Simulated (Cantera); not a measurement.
An adiabatic, constant-pressure homogeneous reactor starts with CO : H2 : CH4 : O2 : N2 = 1 : 0.35 : 0.095 : 1.97 : 8.65 (molar parts), at 1500 K and 4.10 bar.

Detailed kinetics in Cantera: GRI-Mech 3.0 (53 species, 325 reactions).

Predict: time of steepest temperature rise; temperature at 4.00 s; equilibrium temperature; x(CO) at 4.00 s; x(H2) at 4.00 s; x(O) at 4.00 s; x(NO2) at 4.00 s.


```json
{
 "time_of_steepest_temperature_rise": "9.77 µs",
 "temperature at 4.00 s": "2414 K",
 "equilibrium_temperature": "2414 K",
 "x(CO) at 4.00 s": "0.00351 (gas-phase equilibrium 0.00351)",
 "x(H2) at 4.00 s": "0.000286 (gas-phase equilibrium 0.000286)",
 "x(O) at 4.00 s": "0.00140 (gas-phase equilibrium 0.00140)",
 "x(NO2) at 4.00 s": "1.64e-5 (gas-phase equilibrium 1.64e-5)"
}
```
